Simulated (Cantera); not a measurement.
Iron carbonyl, mercury and lead vapours: Fe(CO)₅ + O₂ + N₂

Input: 1 mol Fe(CO)₅, 0.13 mol O₂, 16 mol N₂, at 0.00130 bar.

Equilibrium computed with Cantera from the NASA thermochemical tables; the gas is ideal and each condensed phase is pure. Candidate condensed phases: C, Fe, Fe(CO)₅, FeO, Fe₂O₃, Fe₃O₄; 27 gas species. Rates play no part.

From 675 °C to 900 °C the condensed part is Fe(α). From 975 °C to 1350 °C the condensed part is Fe(γ).

| T (°C) | x N₂ | x CO | x CO₂ | x Fe | n Fe(α) | n Fe(γ) |
|---|---|---|---|---|---|---|
| 675 | 0.762 | 0.226 | 0.0124 | <1e-12 | 1.00 | 0 |
| 750 | 0.762 | 0.226 | 0.0124 | 3.45e-11 | 1.00 | 0 |
| 825 | 0.762 | 0.226 | 0.0124 | 8.95e-10 | 1.00 | 0 |
| 900 | 0.762 | 0.226 | 0.0124 | 1.51e-8 | 1.00 | 0 |
| 975 | 0.762 | 0.226 | 0.0124 | 1.79e-7 | 0 | 1.000 |
| 1050 | 0.762 | 0.226 | 0.0124 | 1.60e-6 | 0 | 1.000 |
| 1125 | 0.762 | 0.226 | 0.0124 | 1.12e-5 | 0 | 1.000 |
| 1200 | 0.762 | 0.226 | 0.0124 | 6.43e-5 | 0 | 0.999 |
| 1275 | 0.762 | 0.226 | 0.0124 | 0.000310 | 0 | 0.993 |
| 1350 | 0.761 | 0.225 | 0.0124 | 0.00129 | 0 | 0.973 |
x: gas mole fraction; n: condensed amount in mol.
